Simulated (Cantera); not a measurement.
A closed system holds: 1 mol B₂O₃, 8 mol BCl₃, a varied amount of O₂, equilibrated at 775 °C and 0.810 bar.

Cantera equilibrium calculation (NASA polynomials, part measured and part estimated; ideal gas, pure solids and liquids). Candidate condensed phases: B, B₂O₃; 18 gas species. Rates play no part.

Q: Which condensed phases are stable at each of these points (n(O₂) (mol)): 0.13, 0.23, 0.41, 0.74, 1.3, 2.4, 4.2, 7.5?

A: 
```
n(O₂) (mol)  condensed phases  B condensed (%)
-----------  ----------------  ---------------
0.13                 gas only              0.0
0.23                 gas only              0.0
0.41                 gas only              0.0
0.74                  B₂O₃(l)              3.9
1.3                   B₂O₃(l)             14.1
2.4                   B₂O₃(l)             34.2
4.2                   B₂O₃(l)             67.1
7.5                   B₂O₃(l)            100.0
```

From 0.13 mol O₂ to 0.41 mol O₂ nothing is condensed. From 0.74 mol O₂ to 7.5 mol O₂ the condensed part is B₂O₃(l).
